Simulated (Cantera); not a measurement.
Charge: 1 mol TEOS, 1.6 mol O3, 4.6 mol N2, at 203 Torr.

Cantera equilibrium calculation (NASA polynomials, part measured and part estimated; ideal gas, pure solids and liquids). Candidate condensed phases: C, C6H6, C7H8, C8H18, H2O, Si, SiC, SiO2, Si2N2O, Si3N4; 151 gas species. The feed counts by its element totals alone. Mutual solubility and eutectic melting of coexisting phases are not modelled. The tables hold silica as quartz up to 1696 K and as liquid above; real silica turns to tridymite and cristobalite and melts near 1996 K. Gases not in the tables: Si2H6 and higher silanes. The numbers say what is thermodynamically allowed, not how fast it happens.

### Question
What share of the Si ends up in condensed phases as a function of T (K), at 1225, 1325, 1425, 1525, 1625, 1725, 1825, 1925, 2025?

### Answer
| T (K) | Si condensed (%) | as |
|---|---|---|
| 1225 | 100.0 | SiO2(β-quartz) |
| 1325 | 100.0 | SiO2(β-quartz) |
| 1425 | 100.0 | SiO2(β-quartz) |
| 1525 | 99.9 | SiO2(β-quartz) + Si2N2O(s) |
| 1625 | 98.9 | SiO2(β-quartz) + Si2N2O(s) |
| 1725 | 90.8 | SiO2(condensed) + Si2N2O(s) |
| 1825 | 40.6 | Si2N2O(s) |
| 1925 | 9.0 | SiC(s) |
| 2025 | 8.2 | SiC(s) |
